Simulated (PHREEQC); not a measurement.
**Nickel, zinc or cadmium bath: speciation**

Consider water at 30 °C with 0.014 mol/kgw ZnCl2, 0.00061 mol/kgw KCl and 0.053 mol/kgw FeSO4. Closed to the air; pH follows from the charge balance.

Model: ion-association model, phreeqc.dat, run in PHREEQC.

This is a speciation only: nothing precipitates in the calculation.

Problem. What pH, density does the model give?

Solution. pH 5.64; density 1.005 g/cm³.

Problem. In which forms is K present?

Solution. K+ 94 %, KSO4- 5.9 % of the K.
